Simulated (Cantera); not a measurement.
Charge: 1 mol Si, 3.5 mol HCl, 3.9 mol H2, held at 2.80 bar.

These are equilibrium values from Cantera (NASA tables, ideal gas, pure condensed phases), not measurements of a reactor. Candidate condensed phases: Si; 19 gas species. The tables' values for SiCl3 are old estimates; treat these amounts as uncertain. Equilibrium is a limit: real reactors are often held back by kinetics, nucleation or transport.

x: gas mole fraction; n: condensed amount in mol.

| T (K) | x H2 | x SiCl4 | x SiHCl3 | x HCl | n Si(s) |
|---|---|---|---|---|---|
| 700 | 0.844 | 0.0833 | 0.0685 | 0.000210 | … |
| 750 | 0.844 | 0.0841 | 0.0673 | 0.000478 | … |
| 800 | 0.844 | 0.0847 | 0.0660 | 0.000978 | … |
| 850 | 0.844 | 0.0851 | 0.0649 | 0.00184 | … |
| 900 | 0.843 | 0.0854 | 0.0637 | 0.00321 | … |
| 950 | 0.842 | 0.0855 | 0.0625 | 0.00528 | … |
| 1000 | 0.840 | 0.0852 | 0.0612 | 0.00823 | … |
| 1050 | 0.837 | 0.0845 | 0.0598 | 0.0123 | … |
| 1100 | 0.833 | 0.0832 | 0.0581 | 0.0176 | … |

Problem. Some entries are withheld; supply them.

Solution. 
- 700, n Si(s): 0.00359
- 750, n Si(s): 0.00516
- 800, n Si(s): 0.00709
- 850, n Si(s): 0.00956
- 900, n Si(s): 0.0128
- 950, n Si(s): 0.0171
- 1000, n Si(s): 0.0226
- 1050, n Si(s): 0.0294
- 1100, n Si(s): 0.0375
